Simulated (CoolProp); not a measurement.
Vapour-liquid equilibrium of ethanol (1) + isohexane (2) at 1.19 MPa; x and y are mole fractions of (1).

Computed with CoolProp (multi-fluid Helmholtz-energy mixture model, Schroeder 2014 and Lemmon 2006; pair parameters Bell 2016).

```csv
x,bubble temperature (K),y at the bubble point,dew temperature at overall composition x (K),liquid density (mol/L)
0.05,431.7,0.123,___,5.893
0.2,421.5,0.336,427.8,6.577
0.35,418.0,___,420.9,7.337
0.5,417.1,0.507,417.1,8.296
0.65,417.7,0.572,419.6,___
0.8,___,___,424.3,11.13
0.95,___,0.882,___,___
```

Problem. What belongs in the gaps?

Solution. 
- 0.05, dew temperature at overall composition x (K): 435.6
- 0.35, y at the bubble point: 0.440
- 0.65, liquid density (mol/L): 9.541
- 0.8, bubble temperature (K): 420.2
- 0.8, y at the bubble point: 0.672
- 0.95, bubble temperature (K): 427.0
- 0.95, dew temperature at overall composition x (K): 429.3
- 0.95, liquid density (mol/L): 13.09

y crosses x between x = 0.5 and 0.65: the model has an azeotrope there.

Pair parameters are fitted to limited data, so mixtures are less certain than the pure fluids.
